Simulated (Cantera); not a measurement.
**Thermodynamics of calcination and drying, feed NaOH + H2O**

Feed: 1 mol NaOH, 0.46 mol H2O, at 0.0770 bar.

Equilibrium computed with Cantera from the NASA thermochemical tables; the gas is ideal and each condensed phase is pure. Candidate condensed phases: H2O, Na, NaOH, NaO2, Na2O, Na2O2; 16 gas species. Kinetics and transport are ignored.

| T (K) | x H2O | x NaOH | x Na | x O2 | x Na2(OH)2 | n NaOH(l) |
|---|---|---|---|---|---|---|
| 725 | 1.00 | 5.61e-8 | <1e-12 | 1.60e-10 | 4.34e-9 | 1.00 |
| 825 | 1.000 | 3.30e-6 | 2.47e-11 | 4.33e-9 | 1.93e-7 | 1.000 |
| 925 | 1.000 | 7.66e-5 | 5.20e-9 | 5.86e-8 | 3.42e-6 | 1.000 |
| 1025 | 0.999 | 0.000927 | 3.60e-7 | 5.27e-7 | 3.20e-5 | 1.000 |
| 1125 | 0.993 | 0.00699 | 1.04e-5 | 4.52e-6 | 0.000190 | 0.997 |
| 1225 | 0.962 | 0.0370 | 0.000153 | 4.30e-5 | 0.000802 | 0.981 |
| 1325 | 0.847 | 0.149 | 0.00145 | 0.000369 | 0.00263 | 0.915 |
| 1425 | 0.492 | 0.486 | 0.0116 | 0.00289 | 0.00707 | 0.516 |
| 1525 | 0.326 | 0.624 | 0.0369 | 0.00914 | 0.00354 | 0 |
| 1625 | 0.334 | 0.578 | 0.0688 | 0.0170 | 0.00107 | 0 |
| 1725 | 0.345 | 0.511 | 0.113 | 0.0279 | 0.000334 | 0 |
| 1825 | 0.358 | 0.429 | 0.167 | 0.0411 | 0.000104 | 0 |
| 1925 | 0.372 | 0.342 | 0.224 | 0.0547 | 3.19e-5 | 0 |
x: gas mole fraction; n: condensed amount in mol.

From 725 K to 1425 K the condensed part is NaOH(l). From 1525 K to 1925 K nothing is condensed. The main Na-bearing gas is NaOH throughout.
